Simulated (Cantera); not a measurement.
Equilibrium for hydrogen reduction and annealing atmospheres: Cr2O3 + H2

Feed: 1 mol Cr2O3, 2.3 mol H2, at 1850 °C and 1 atm.

Method: chemical equilibrium by Gibbs-energy minimisation in Cantera with the NASA 1993 tables (ideal gas, pure condensed phases). Candidate condensed phases: Cr, Cr2O3, H2O; 13 gas species. Mutual solubility and eutectic melting of coexisting phases are not modelled. Kinetics and transport are ignored.

```yaml
x(H2): 0.970
x(H2O): 0.0223
x(Cr): 0.00412
x(H): 0.00351
x(CrO): 7.30e-5
x(OH): 9.99e-6
n(Cr(s)): 0.0249 mol
n(Cr2O3(s)): 0.983 mol
gas_amount: 2.314 mol
```
